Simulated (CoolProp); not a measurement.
Computed with CoolProp (reference Helmholtz-energy equation of state, Thol 2018).

Question: For hydrogen chloride, give the phase and the cv (kJ/(kg K)), isothermal compressibility (1/MPa) at 9.05 °C and 4160 kPa.

Answer: 
- 9.05 °C and 4160 kPa: liquid; cv 0.905, isothermal compressibility 0.00734
